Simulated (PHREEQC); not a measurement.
## Reverse-osmosis permeate: speciation

Synthetic water in mmol/kgw, 90 °C, pH 5.5, pe 10.9: Na 0.143; K 0.0852; Ca 0.158; Mg 0.0428; Cl 0.146; S(6) 0.169; Alkalinity (meq/kgw) 0.143; N(5) 0.00628; F 0.00157; B 0.000274.

Valence states are taken as typed.

The numbers come from PHREEQC with the ion-association model, phreeqc.dat.

Precipitation was switched off in this run.

Task: What specific conductance, charge-balance error does the model give?

Result: specific conductance 218 µS/cm; charge-balance error -0.4 %.

Task: In which forms is S present?

Result: SO4-2 94 %, CaSO4 2.8 %, MgSO4 2.5 % of the S.

Away from 25 °C the constants follow the database's enthalpies or fits; those with neither stay at their 25 °C values. Real BF4- forms and hydrolyses slowly; the run takes it at equilibrium.
